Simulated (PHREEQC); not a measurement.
A column of 0.5 m (40 cells, dispersivity 0.025 m, 3600 s a shift, diffusion coefficient 3e-10 m²/s) holds 0.003 eq of the database's cation exchanger X per kg of pore water, first in equilibrium with 1.9 mmol/kgw NaCl, 1.3 mmol/kgw LiCl, 1.1 mmol/kgw MgCl2 and 0.01 mmol/kgw HCl. It is flushed with 1.1 mmol/kgw NaCl and 0.01 mmol/kgw HCl, at 25 °C. Values are for the last cell. CO2 from the air is kept out. No solid was allowed to form.

All values are PHREEQC results (ion-association model, phreeqc.dat), not measurements.

### Question
Predict Li in solution (mol/kgw) at pore volumes = 1.512, 3.013.

### Answer
```
pore volumes  Li in solution (mol/kgw)
------------  ------------------------
1.512                         0.000121
3.013                          4.96e-7
```
